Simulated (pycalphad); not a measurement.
## Effect of V content in Ti-V-Si

Source of the numbers: pycalphad with the COST 507 light-alloy database (1999); pressure 1 atm. The data set is of 1999 and partly superseded. Not assessed as a whole: an extrapolation from subsystems, which can miss ternary compounds. Phase fractions are per mole of atoms. Diffusion is slow at the low end, where real alloys seldom reach equilibrium.

Question: One of these alloys has its liquidus at 1642 °C, its solidus at 1548 °C, and holds hcp 0.95, bcc 0.03, SITI3 0.03 at 377 °C. Which?
A) Ti-3.039V-0.5468Si (wt.%)
B) Ti-1.014V-0.5474Si (wt.%)
C) Ti-0.2564V-0.5477Si (wt.%)
D) Ti-0.502V-0.5476Si (wt.%)

Answer: A, Ti-3.039V-0.5468Si (wt.%). The others: Ti-0.2564V-0.5477Si (wt.%), liquidus 1650, solidus 1546; Ti-0.502V-0.5476Si (wt.%), liquidus 1649, solidus 1546; Ti-1.014V-0.5474Si (wt.%), liquidus 1648, solidus 1546

Database names, with the compositions (at.%) that they take in these runs: SITI3: Ti 75 Si 25.
